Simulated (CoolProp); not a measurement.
Vapour-liquid equilibrium of m-xylene (1) + n-decane (2) at 0.0043 bar; x and y are mole fractions of (1).

Model: multi-fluid Helmholtz-energy mixture model, Zhou 2012 and Lemmon 2006; pair parameters Bell 2016, in CoolProp.

Q: Give the bubble temperature and the first vapour's composition at x = 0.125, 0.275, 0.8. Is there an azeotrope?

A: x = 0.125: 302.8 K, y = 0.487; x = 0.275: 296.7 K, y = 0.717; x = 0.8: 285.5 K, y = 0.962. No azeotrope shows between x = 0.05 and 0.95.

The pair parameters rest on a limited set of measurements; away from them the model extrapolates.
